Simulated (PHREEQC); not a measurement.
A solution holds 7.4 mmol/kgw HF and 0.03 mmol/kgw NaF, at 20 °C. Closed to the air; pH follows from the charge balance.

The numbers come from PHREEQC with the ion-association model, phreeqc.dat.

This is a speciation only: nothing precipitates in the calculation.

### Question
Predict the pH, ionic strength.

### Answer
pH 2.71; ionic strength 0.00210 mol/kgw.

### Question
In which forms is F present?

### Answer
HF 71 %, F- 28 %, HF2- 1.1 % of the F.

Species that the database lacks are ignored.
